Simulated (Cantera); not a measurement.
A closed system holds: 1 mol BCl3, 0.75 mol N2, 0.57 mol H2, held at 1848 K and 0.100 bar.

Equilibrium computed with Cantera from the NASA thermochemical tables; the gas is ideal and each condensed phase is pure. Candidate condensed phases: B, BN, NH4Cl; 21 gas species. The tables' values for BCl2, BCl are old estimates; treat these amounts as uncertain. Gases not in the tables: BHCl2. The numbers say what is thermodynamically allowed, not how fast it happens.

### Question
What is the equilibrium state?

### Answer
```
Item                                Result
-------------------------------  ---------
x(HCl)                               0.462
x(BCl3)                              0.264
x(N2)                                0.245
x(H2)                               0.0124
x(BCl2)                            0.00930
x(Cl)                              0.00529
x(BCl)                             0.00196
x(H)                              0.000186
x(Cl2)                             1.81e-5
n(BN(s))                         0.354 mol
gas amount                       2.342 mol
log10 activity of B(s) (absent)      -1.69
```
